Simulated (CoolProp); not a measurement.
100 sccm (0 °C, 1 atm) of nitrogen bubbles through liquid n-hexane at 277.6 K and leaves saturated at a total pressure of 0.0904 MPa (ideal gas phase). Each further row changes one setting.

Computed with CoolProp (reference Helmholtz-energy equation of state, Thol 2019).

```tsv
case	vapour pressure (kPa)	mole fraction of vapour	delivery (mg/min)	delivery (sccm)	change of delivery for a bath 1 K warmer (%)
as stated	7.63	0.0844	35.4	9.22	5.8
bath temperature 282.6 K	9.82	0.109	46.8	12.2	5.7
total pressure 0.181 MPa	7.63	0.0422	16.9	4.40	5.5
```
